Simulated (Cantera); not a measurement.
A closed system holds: 1 mol Fe(CO)5, 1.7 mol H2, 0.52 mol N2, equilibrated at 1.33 mbar.

Cantera equilibrium calculation (NASA polynomials, part measured and part estimated; ideal gas, pure solids and liquids). Candidate condensed phases: C, C6H6, C7H8, C8H18, Fe, Fe(CO)5, FeO, Fe(OH)2, Fe(OH)3, Fe2O3, Fe3O4, H2O; 140 gas species. Condensed phases not in the tables: cementite and carbon dissolved in iron. Kinetics and transport are ignored.

log p: log10 of the partial pressure in bar; n: condensed amount in mol.

```tsv
T (K)	log p CO	log p H2	log p N2	log p Fe	log p H	log p CO2	log p H2O	n C(graphite)	n Fe(α)	n Fe(γ)
1050	-3.03	-3.50	-4.02	___	-9.84	-6.74	-7.28	0.00123	1.00	0
1100	-3.03	-3.50	-4.02	___	-9.34	-7.12	-7.59	0.000508	1.00	0
1150	-3.03	-3.50	-4.02	___	-8.88	-7.47	-7.87	0	1.00	0
1200	-3.03	-3.50	-4.02	___	-8.46	-7.79	-8.12	0	0	1.00
1250	-3.03	-3.50	-4.02	___	-8.07	-7.95	-8.23	0	0	1.000
1300	-3.03	-3.50	-4.02	___	-7.71	-7.99	-8.22	0	0	1.000
1350	-3.03	-3.50	-4.02	___	-7.37	-8.03	-8.21	0	0	1.000
1400	-3.03	-3.50	-4.02	___	-7.06	-8.07	-8.20	0	0	1.000
1450	-3.03	-3.50	-4.02	___	-6.78	-8.10	-8.19	0	0	1.000
1500	-3.03	-3.50	-4.02	___	-6.51	-8.12	-8.18	0	0	0.999
1550	-3.03	-3.50	-4.02	___	-6.25	-8.15	-8.17	0	0	0.998
1600	-3.04	-3.50	-4.02	___	-6.02	-8.18	-8.17	0	0	0.994
```

Fill in the missing entries.


- 1050, log p Fe: -12.81
- 1100, log p Fe: -11.90
- 1150, log p Fe: -11.07
- 1200, log p Fe: -10.30
- 1250, log p Fe: -9.61
- 1300, log p Fe: -8.96
- 1350, log p Fe: -8.37
- 1400, log p Fe: -7.81
- 1450, log p Fe: -7.30
- 1500, log p Fe: -6.82
- 1550, log p Fe: -6.38
- 1600, log p Fe: -5.96
